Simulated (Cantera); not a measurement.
Input: 1 mol V, 1 mol N₂, 30 mol H₂, held at 2700 K and 13.3 mbar.

These are equilibrium values from Cantera (NASA tables, ideal gas, pure condensed phases), not measurements of a reactor. Candidate condensed phases: V, VN; 11 gas species. Rates play no part.

Task: What is the equilibrium state?

Result: 
```
Quantity                            Result
-------------------------------  ---------
x(H₂)                                0.576
x(H)                                 0.373
x(V)                                0.0254
x(N₂)                               0.0254
x(N)                               2.24e-6
gas amount                       39.35 mol
log10 activity of V(l) (absent)      -1.09
```
